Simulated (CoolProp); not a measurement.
Vapour-liquid equilibrium of R143a (1) + dimethyl ether (2) at -20.15 °C; x and y are mole fractions of (1).

The numbers come from the multi-fluid Helmholtz-energy mixture model, Lemmon and Jacobsen 2000 and Wu 2011; pair parameters Bell 2016 in CoolProp.

```csv
x,"bubble pressure, mixture model (bar)","bubble pressure, Raoult's law (bar)","y, mixture model","y, Raoult's law"
0.05,1.353,1.329,[?],0.118
0.2,1.684,1.615,0.399,0.388
0.35,[?],1.900,0.574,0.578
0.5,[?],2.185,0.703,0.718
0.65,2.531,2.471,[?],0.825
0.8,2.791,2.756,[?],0.910
0.95,[?],3.041,0.974,0.980
```

Question: What belongs in the gaps?

Answer: 
- 0.05, y, mixture model: 0.129
- 0.35, bubble pressure, mixture model (bar): 1.985
- 0.5, bubble pressure, mixture model (bar): 2.265
- 0.65, y, mixture model: 0.806
- 0.8, y, mixture model: 0.894
- 0.95, bubble pressure, mixture model (bar): 3.050

The largest gap from Raoult's law is +4.5 % in bubble pressure, at x = 0.35. No azeotrope shows between x = 0.05 and 0.95.

Pair parameters are fitted to limited data, so mixtures are less certain than the pure fluids.
